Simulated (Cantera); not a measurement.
Input (Python, Cantera) and output of one run.

```python
import numpy as np
import cantera as ct

gas_names = """
    H HO2 H2 H2O H2O2 O OH O2 O3 V VO VO2
""".split()
cond_names = """
    H2O(s) H2O(L) V(cr) V(L) VO(s) VO(L) V2O3(s) V2O3(L) V2O4(I) V2O4(II) V2O4(L) V2O5(s) V2O5(L)
""".split()


def load(file, names, dense=False):
    # The tables refer to 1 bar. Condensed volumes are neglected.
    table = {s.name: s for s in ct.Species.list_from_file(file)}
    out = []
    for n in names:
        d = dict(table[n].input_data)
        d["thermo"] = dict(d["thermo"], **{"reference-pressure": 1e5})
        if dense:
            d["equation-of-state"] = {"model": "constant-volume", "density": "1e6 g/cm^3"}
        out.append(ct.Species.from_dict(d))
    return out


gas = ct.Solution(thermo="ideal-gas", species=load("nasa_gas.yaml", gas_names))
cond = {s.name: ct.Solution(thermo="fixed-stoichiometry", species=[s], name=s.name)
        for s in load("nasa_condensed.yaml", cond_names, dense=True)}
atoms = {
    'V2O5': {'V': 2, 'O': 5},
    'H2': {'H': 2},
}
top_T = {}  # K; cautious upper limits of use, not melting points


def equilibrate(T, P, feed):
    n = {}
    for name, mol in feed.items():
        for a, k in atoms[name].items():
            n[a] = n.get(a, 0.0) + k * mol
    gas.TPX = T, P, n
    mass = sum(n.values()) * gas.mean_molecular_weight
    gas.equilibrate("TP")
    valid = [c for c in cond.values() if c.min_temp <= T <= top_T.get(c.name, c.max_temp)]
    mix = ct.Mixture([(gas, mass / gas.mean_molecular_weight)] + [(c, 0.0) for c in valid])
    mix.T, mix.P = T, P
    mix.equilibrate("TP", solver="vcs", rtol=1e-11, max_steps=5000)
    return mix


results = []
feed = {'V2O5': 1, 'H2': 910}  # mol
P = 140000  # Pa
for T in [1825, 1875, 1925, 1975, 2025, 2075, 2125, 2175]:
    mix = equilibrate(T, P, feed)
    results.append((T, P, feed, dict(zip(mix.species_names, mix.species_moles))))
    x = sorted(zip(gas.X, gas.species_names), reverse=True)
    print(f"T = {T:g} K  P = {P:g} Pa  gas = {mix.phase_moles(0):.4g} mol")
    print("   x: " + "  ".join(f"{s} {v:.3e}" for v, s in x if v > 0.0001))
    print("   condensed (mol): " + ("  ".join(f"{mix.phase(i).name} {mix.phase_moles(i):.4g}"
          for i in range(1, mix.n_phases) if mix.phase_moles(i) > 1e-12) or "none"))
```

Result:

```
T = 1825 K  P = 140000 Pa  gas = 910.2 mol
   x: H2 9.963e-01  H2O 3.296e-03  H 3.715e-04
   condensed (mol): VO(s) 2
T = 1875 K  P = 140000 Pa  gas = 910.3 mol
   x: H2 9.962e-01  H2O 3.295e-03  H 5.529e-04
   condensed (mol): VO(s) 2
T = 1925 K  P = 140000 Pa  gas = 910.4 mol
   x: H2 9.959e-01  H2O 3.295e-03  H 8.063e-04
   condensed (mol): VO(s) 1.999
T = 1975 K  P = 140000 Pa  gas = 910.5 mol
   x: H2 9.956e-01  H2O 3.294e-03  H 1.154e-03
   condensed (mol): VO(s) 1.998
T = 2025 K  P = 140000 Pa  gas = 910.7 mol
   x: H2 9.951e-01  H2O 3.292e-03  H 1.623e-03
   condensed (mol): VO(s) 1.997
T = 2075 K  P = 140000 Pa  gas = 911 mol
   x: H2 9.945e-01  H2O 3.290e-03  H 2.245e-03
   condensed (mol): VO(L) 1.993
T = 2125 K  P = 140000 Pa  gas = 911.4 mol
   x: H2 9.936e-01  H2O 3.288e-03  H 3.059e-03
   condensed (mol): VO(L) 1.988
T = 2175 K  P = 140000 Pa  gas = 911.9 mol
   x: H2 9.926e-01  H 4.110e-03  H2O 3.285e-03
   condensed (mol): VO(L) 1.978
```

Method: chemical equilibrium by Gibbs-energy minimisation in Cantera with the NASA 1993 tables (ideal gas, pure condensed phases). VO: taken at fixed stoichiometry.
